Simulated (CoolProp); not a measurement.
Vapour pressure (bar) of R21: the reference equation beside estimates from Tc = 452.7 K, pc = 52.89 bar, ω = 0.206.

Model: reference Helmholtz-energy equation of state, Platzer 1990, in CoolProp. This equation is an older, rougher fit; its heat capacities, sound speeds and derivatives of the liquid may be far off and weren't checked against measurements.

```json
[
 {"T (K)": "224.1", "reference": "?", "van der Waals": "1.373", "Soave-Redlich-Kwong": "0.05369", "Peng-Robinson": "0.05793"},
 {"T (K)": "228.4", "reference": "0.07097", "van der Waals": "1.561", "Soave-Redlich-Kwong": "0.07082", "Peng-Robinson": "?"},
 {"T (K)": "232.7", "reference": "0.09258", "van der Waals": "1.768", "Soave-Redlich-Kwong": "0.09233", "Peng-Robinson": "0.09831"},
 {"T (K)": "237", "reference": "0.1194", "van der Waals": "1.993", "Soave-Redlich-Kwong": "0.1190", "Peng-Robinson": "0.1260"},
 {"T (K)": "241.3", "reference": "0.1525", "van der Waals": "2.238", "Soave-Redlich-Kwong": "0.1519", "Peng-Robinson": "0.1599"},
 {"T (K)": "245.6", "reference": "?", "van der Waals": "2.503", "Soave-Redlich-Kwong": "0.1919", "Peng-Robinson": "0.2009"},
 {"T (K)": "249.9", "reference": "?", "van der Waals": "2.790", "Soave-Redlich-Kwong": "0.2402", "Peng-Robinson": "0.2503"},
 {"T (K)": "254.2", "reference": "?", "van der Waals": "?", "Soave-Redlich-Kwong": "0.2981", "Peng-Robinson": "0.3092"}
]
```

Task: Fill in the missing entries.

Result: 
- 224.1, reference: 0.05377
- 228.4, Peng-Robinson: 0.07589
- 245.6, reference: 0.1928
- 249.9, reference: 0.2415
- 254.2, reference: 0.2999
- 254.2, van der Waals: 3.099

Absolute difference from the reference over all 8 rows, mean and median: van der Waals 1560.8 and 1468.4 %, Soave-Redlich-Kwong 0.4 and 0.4 %, Peng-Robinson 5.3 and 5.2 %.
